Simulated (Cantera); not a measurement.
Cantera with NASA thermochemical tables; ideal gases at 1 bar, condensed phases pure. Values are per mole of reaction as written; species without (g) are pure solids or liquids, kept so even where they would boil at 1 bar.

3 I2 + 2 Al(g) = 2 AlI3(g)

```json
[
 {"T (K)": "373", "ΔH° (kJ)": "(withheld)", "ΔS° (J/K)": "(withheld)", "ΔG° (kJ)": "(withheld)", "log10 K": "(withheld)", "condensed phases": "I2(s)"},
 {"T (K)": "423", "ΔH° (kJ)": "-1102.6", "ΔS° (J/K)": "-77.7", "ΔG° (kJ)": "-1069.7", "log10 K": "132.09", "condensed phases": "I2(l)"},
 {"T (K)": "473", "ΔH° (kJ)": "-1108.6", "ΔS° (J/K)": "-91.2", "ΔG° (kJ)": "-1065.5", "log10 K": "117.66", "condensed phases": "I2(l)"},
 {"T (K)": "523", "ΔH° (kJ)": "-1114.5", "ΔS° (J/K)": "-103.2", "ΔG° (kJ)": "-1060.6", "log10 K": "105.92", "condensed phases": "I2(l)"},
 {"T (K)": "573", "ΔH° (kJ)": "(withheld)", "ΔS° (J/K)": "(withheld)", "ΔG° (kJ)": "(withheld)", "log10 K": "(withheld)", "condensed phases": "I2(l)"}
]
```

### Question
Complete the blanks.

### Answer

- 373, ΔH° (kJ): -1050.2
- 373, ΔS° (J/K): 57.1
- 373, ΔG° (kJ): -1071.5
- 373, log10 K: 150.05
- 573, ΔH° (kJ): -1120.5
- 573, ΔS° (J/K): -114.0
- 573, ΔG° (kJ): -1055.2
- 573, log10 K: 96.19
